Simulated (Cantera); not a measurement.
A perfectly stirred reactor is fed with CH4 : C2H6 : C3H8 : O2 : N2 = 1 : 0.23 : 0.21 : 8.2 : 59.1 (molar parts), equivalence ratio 0.47, at 1100000 Pa; it is adiabatic with a 575 K inlet, and is followed from long to short residence time, starting on the burning branch (τ in s: 0.39, 0.13, 0.044, 0.015, 0.005, 0.0017, 0.00057, 0.00019, 6.5e-05).

Computed with Cantera and GRI-Mech 3.0 (53 species, 325 reactions). GRI-Mech 3.0 was tuned for natural gas; its chemistry of propane as a main component is partial and can be far from experiment.

Question: Predict: blow-out, bracketed by the residence times tried; x(CH4) at τ = 0.390 s; x(C2H6) at τ = 0.390 s; x(C3H8) at τ = 0.390 s; x(NO) at τ = 0.390 s; x(CH2O) at τ = 0.390 s; x(CH4) at τ = 5.00 ms; x(C2H6) at τ = 5.00 ms; x(C3H8) at τ = 5.00 ms.

Answer: 
```
Property                                                                       Value
------------------------------------------------  ----------------------------------
blow-out, bracketed by the residence times tried  burning at 44.0 ms, out at 15.0 ms
x(CH4) at τ = 0.390 s                                                        9.30e-5
x(C2H6) at τ = 0.390 s                                                       5.20e-6
x(C3H8) at τ = 0.390 s                                                       4.69e-6
x(NO) at τ = 0.390 s                                                         1.06e-8
x(CH2O) at τ = 0.390 s                                                       1.29e-5
x(CH4) at τ = 5.00 ms                                                         0.0145
x(C2H6) at τ = 5.00 ms                                                       0.00335
x(C3H8) at τ = 5.00 ms                                                       0.00305
```
